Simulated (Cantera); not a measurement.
## Ignition delay

Mixture: CH₄ : C₂H₆ : C₃H₈ : O₂ : N₂ = 1 : 0.069 : 1.1 : 19.4 : 118 (molar parts), at 1.01 bar, adiabatic and at constant volume. Ignition delay is the time to a rise of 400 K.

Cantera simulation using GRI-Mech 3.0 (53 species, 325 reactions); the numbers are that mechanism's predictions, not measurements. GRI-Mech 3.0 was tuned for natural gas; its chemistry of propane as a main component is partial and can be far from experiment.

```csv
T0 (K),delay (ms)
1125,31.8
1175,11.0
1225,4.11
1275,1.68
1325,0.755
1375,0.376
```

- apparent activation energy between 1275 and 1375 K: 220 kJ/mol
